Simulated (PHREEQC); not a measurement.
1 kg of water holding 0.55 mol/kgw CaCl2, 0.11 mol/kgw NaCl and 0.0061 mol/kgw KCl is evaporated at 40 °C; the solids stay in contact with the brine. The system is closed to CO2. The run lets Halite, Portlandite, Sylvite precipitate or redissolve, and no other solid.

Base run: PHREEQC, Pitzer model, pitzer.dat. Each further column changes one thing. The table gives water activity.

```json
[
 {"H2O removed (mol)": "0", "base": "0.969", "temperature from 40 to 5 °C": "0.968", "temperature from 40 to 75 °C": "0.969"},
 {"H2O removed (mol)": "18.01", "base": "0.951", "temperature from 40 to 5 °C": "0.950", "temperature from 40 to 75 °C": "0.952"},
 {"H2O removed (mol)": "24.69", "base": "0.937", "temperature from 40 to 5 °C": "0.936", "temperature from 40 to 75 °C": "0.940"},
 {"H2O removed (mol)": "30.18", "base": "0.920", "temperature from 40 to 5 °C": "0.918", "temperature from 40 to 75 °C": "0.923"},
 {"H2O removed (mol)": "38.4", "base": "0.865", "temperature from 40 to 5 °C": "0.861", "temperature from 40 to 75 °C": "0.871"},
 {"H2O removed (mol)": "43.95", "base": "0.766", "temperature from 40 to 5 °C": "0.758", "temperature from 40 to 75 °C": "0.779"},
 {"H2O removed (mol)": "46.01", "base": "0.693", "temperature from 40 to 5 °C": "0.681", "temperature from 40 to 75 °C": "0.711"},
 {"H2O removed (mol)": "47.7", "base": "0.601", "temperature from 40 to 5 °C": "0.585", "temperature from 40 to 75 °C": "0.626"},
 {"H2O removed (mol)": "50.23", "base": "0.404", "temperature from 40 to 5 °C": "0.384", "temperature from 40 to 75 °C": "0.438"}
]
```

Away from 25 °C the constants follow the database's enthalpies or fits; those with neither stay at their 25 °C values.
